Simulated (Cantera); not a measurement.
Fe2O3 + H2 (hydrogen reduction and annealing atmospheres)

Feed: 1 mol Fe2O3, 820 mol H2, equilibrated at 1050 Torr.

Cantera equilibrium calculation (NASA polynomials, part measured and part estimated; ideal gas, pure solids and liquids). Candidate condensed phases: Fe, FeO, Fe(OH)2, Fe(OH)3, Fe2O3, Fe3O4, H2O; 12 gas species. Kinetics and transport are ignored.

```json
[
 {"T (K)": "798", "x H2": "0.996", "x H2O": "0.00366", "x H": "2.25e-12", "n Fe(α)": "2.00", "n Fe(γ)": "0"},
 {"T (K)": "848", "x H2": "0.996", "x H2O": "0.00366", "x H": "1.61e-11", "n Fe(α)": "2.00", "n Fe(γ)": "0"},
 {"T (K)": "898", "x H2": "0.996", "x H2O": "0.00366", "x H": "9.23e-11", "n Fe(α)": "2.00", "n Fe(γ)": "0"},
 {"T (K)": "948", "x H2": "0.996", "x H2O": "0.00366", "x H": "4.42e-10", "n Fe(α)": "2.00", "n Fe(γ)": "0"},
 {"T (K)": "998", "x H2": "0.996", "x H2O": "0.00366", "x H": "1.81e-9", "n Fe(α)": "2.00", "n Fe(γ)": "0"},
 {"T (K)": "1048", "x H2": "0.996", "x H2O": "0.00366", "x H": "6.52e-9", "n Fe(α)": "2.00", "n Fe(γ)": "0"},
 {"T (K)": "1098", "x H2": "0.996", "x H2O": "0.00366", "x H": "2.09e-8", "n Fe(α)": "2.00", "n Fe(γ)": "0"},
 {"T (K)": "1148", "x H2": "0.996", "x H2O": "0.00366", "x H": "6.04e-8", "n Fe(α)": "2.00", "n Fe(γ)": "0"},
 {"T (K)": "1198", "x H2": "0.996", "x H2O": "0.00366", "x H": "1.60e-7", "n Fe(α)": "0", "n Fe(γ)": "2.00"},
 {"T (K)": "1248", "x H2": "0.996", "x H2O": "0.00366", "x H": "3.94e-7", "n Fe(α)": "0", "n Fe(γ)": "2.00"}
]
```
x: gas mole fraction; n: condensed amount in mol.

From 798 K to 1148 K the condensed part is Fe(α). From 1198 K to 1248 K the condensed part is Fe(γ).
